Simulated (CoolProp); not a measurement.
Vapour-liquid equilibrium of CHF3 (R23) (1) + C2F6 (R116) (2) at 0.165 MPa; x and y are mole fractions of (1).

Model: multi-fluid Helmholtz-energy mixture model, Penoncello 2003 and Lemmon 2006; pair parameters Bell 2016, in CoolProp.

### Question
Give the bubble temperature and the first vapour's composition at x = 0.05, 0.35, 0.95. Is there an azeotrope?

### Answer
x = 0.05: 201.1 K, y = 0.188; x = 0.35: 194.8 K, y = 0.514; x = 0.95: 197.8 K, y = 0.856. y crosses x between x = 0.55 and 0.65: the model has an azeotrope there.

The pair parameters rest on a limited set of measurements; away from them the model extrapolates.
